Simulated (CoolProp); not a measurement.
R236EA along the isobar 2.58 MPa: fugacity coefficient from the reference equation and from simpler models built on Tc = 412.4 K, pc = 3.414 MPa, ω = 0.368; each cubic takes its own stable root.

Values from CoolProp's reference Helmholtz-energy equation of state, Rui 2013.

| T (K) | phase | reference | Redlich-Kwong | Soave-Redlich-Kwong |
|---|---|---|---|---|
| 296.4 | liquid | 0.07778 | 0.1458 | 0.07940 |
| 304.1 | liquid | 0.09966 | 0.1756 | 0.1020 |
| 311.7 | liquid | 0.1252 | 0.2083 | 0.1284 |
| 319.3 | liquid | 0.1549 | 0.2442 | 0.1592 |
| 327 | liquid | 0.1895 | 0.2838 | 0.1950 |
| 334.6 | liquid | 0.2281 | 0.3258 | 0.2351 |
| 342.3 | liquid | 0.2720 | 0.3711 | 0.2805 |
| 349.9 | liquid | 0.3199 | 0.4183 | 0.3300 |
| 357.5 | liquid | 0.3722 | 0.4675 | 0.3838 |
| 365.2 | liquid | 0.4296 | 0.5192 | 0.4424 |
| 372.8 | liquid | 0.4901 | 0.5715 | 0.5038 |
| 380.4 | liquid | 0.5539 | 0.6243 | 0.5678 |
| 388.1 | liquid | 0.6213 | 0.6776 | 0.6343 |
| 395.7 | liquid | 0.6894 | 0.7160 | 0.6998 |
| 403.4 | gas | 0.7238 | 0.7330 | 0.7285 |
| 411 | gas | 0.7440 | 0.7480 | 0.7474 |

At some of these states Redlich-Kwong gives the other phase, because its saturation line lies elsewhere.
